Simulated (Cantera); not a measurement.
A Cantera script and what it prints.

```python
import numpy as np
import cantera as ct

gas_names = """
    B BH BH2 BH3 BO BO2 B2 B2O B2O2 B2O3 B3O3H3 H HBO HBO2 HO2 H2 H2O H2O2 H3B3O6 O OH O2 O3
""".split()
cond_names = """
    B(b) B(L) B2O3(L) B3O3H3(cr) H2O(s) H2O(L)
""".split()


# ... load() reads the species with a 1 bar reference pressure and builds the phases ...
atoms = {
    'B': {'B': 1},
    'H2O': {'H': 2, 'O': 1},
}
top_T = {}  # K; cautious upper limits of use, not melting points


# ... equilibrate(T, P, feed) seeds the gas with the atoms and calls Mixture.equilibrate('TP', solver="vcs", rtol=1e-11, max_steps=5000) ...
results = []
T = 2000  # K
P = 26000  # Pa
for m in [0.5, 0.71, 1, 1.4, 2, 2.9, 4.1, 5.8, 8.3, 12, 17]:
    feed = {'B': 1, 'H2O': m}  # mol
    mix = equilibrate(T, P, feed)
    results.append((T, P, feed, dict(zip(mix.species_names, mix.species_moles))))
    x = sorted(zip(gas.X, gas.species_names), reverse=True)
    print(f"T = {T:g} K  P = {P:g} Pa  n(H2O) = {m:g} mol  gas = {mix.phase_moles(0):.4g} mol")
    print("   x: " + "  ".join(f"{s} {v:.3e}" for v, s in x if v > 0.0001))
    print("   condensed (mol): " + ("  ".join(f"{mix.phase(i).name} {mix.phase_moles(i):.4g}"
          for i in range(1, mix.n_phases) if mix.phase_moles(i) > 1e-12) or "none"))
```

It prints:

```
T = 2000 K  P = 26000 Pa  n(H2O) = 0.5 mol  gas = 0.7365 mol
   x: H2 5.788e-01  HBO 1.890e-01  B2O2 1.681e-01  B2O3 4.235e-02  BO 1.150e-02  HBO2 6.898e-03  H 2.426e-03  B3O3H3 3.609e-04  BH2 2.709e-04  B2O 1.691e-04  H2O 1.173e-04
   condensed (mol): B(b) 0.536
T = 2000 K  P = 26000 Pa  n(H2O) = 0.71 mol  gas = 1.046 mol
   x: H2 5.788e-01  HBO 1.890e-01  B2O2 1.681e-01  B2O3 4.235e-02  BO 1.150e-02  HBO2 6.898e-03  H 2.426e-03  B3O3H3 3.609e-04  BH2 2.709e-04  B2O 1.691e-04  H2O 1.173e-04
   condensed (mol): B(b) 0.3412
T = 2000 K  P = 26000 Pa  n(H2O) = 1 mol  gas = 1.473 mol
   x: H2 5.788e-01  HBO 1.890e-01  B2O2 1.681e-01  B2O3 4.235e-02  BO 1.150e-02  HBO2 6.898e-03  H 2.426e-03  B3O3H3 3.609e-04  BH2 2.709e-04  B2O 1.691e-04  H2O 1.173e-04
   condensed (mol): B(b) 0.07206
T = 2000 K  P = 26000 Pa  n(H2O) = 1.4 mol  gas = 1.907 mol
   x: H2 6.560e-01  B2O3 1.502e-01  HBO 9.160e-02  HBO2 5.721e-02  B2O2 3.483e-02  BO 5.234e-03  H 2.583e-03  H2O 2.276e-03
   condensed (mol): none
T = 2000 K  P = 26000 Pa  n(H2O) = 2 mol  gas = 2.504 mol
   x: H2 5.878e-01  HBO2 2.422e-01  H2O 8.387e-02  B2O3 7.308e-02  HBO 9.432e-03  H 2.445e-03  BO 5.693e-04  B2O2 4.121e-04  BO2 1.215e-04
   condensed (mol): none
T = 2000 K  P = 26000 Pa  n(H2O) = 2.9 mol  gas = 3.404 mol
   x: H2 4.375e-01  H2O 2.886e-01  HBO2 2.471e-01  B2O3 2.210e-02  H 2.110e-03  HBO 2.081e-03  BO 1.456e-04  BO2 1.437e-04  OH 1.390e-04
   condensed (mol): none
T = 2000 K  P = 26000 Pa  n(H2O) = 4.1 mol  gas = 4.605 mol
   x: H2O 4.654e-01  H2 3.242e-01  HBO2 1.985e-01  B2O3 8.840e-03  H 1.816e-03  HBO 7.681e-04  OH 2.603e-04  BO2 1.341e-04
   condensed (mol): none
T = 2000 K  P = 26000 Pa  n(H2O) = 5.8 mol  gas = 6.307 mol
   x: H2O 6.064e-01  H2 2.370e-01  HBO2 1.503e-01  B2O3 3.891e-03  H 1.553e-03  OH 3.967e-04  HBO 3.263e-04  BO2 1.188e-04
   condensed (mol): none
T = 2000 K  P = 26000 Pa  n(H2O) = 8.3 mol  gas = 8.809 mol
   x: H2O 7.165e-01  H2 1.698e-01  HBO2 1.097e-01  B2O3 1.756e-03  H 1.314e-03  OH 5.538e-04  HBO 1.445e-04  BO2 1.024e-04
   condensed (mol): none
T = 2000 K  P = 26000 Pa  n(H2O) = 12 mol  gas = 12.51 mol
   x: H2O 7.993e-01  H2 1.197e-01  HBO2 7.816e-02  H 1.103e-03  B2O3 7.983e-04  OH 7.358e-04
   condensed (mol): none
T = 2000 K  P = 26000 Pa  n(H2O) = 17 mol  gas = 17.52 mol
   x: H2O 8.557e-01  H2 8.570e-02  HBO2 5.620e-02  H 9.336e-04  OH 9.310e-04  B2O3 3.856e-04
   condensed (mol): none
```

Method: chemical equilibrium by Gibbs-energy minimisation in Cantera with the NASA 1993 tables (ideal gas, pure condensed phases). The tables' values for BH2 are old estimates; treat these amounts as uncertain.
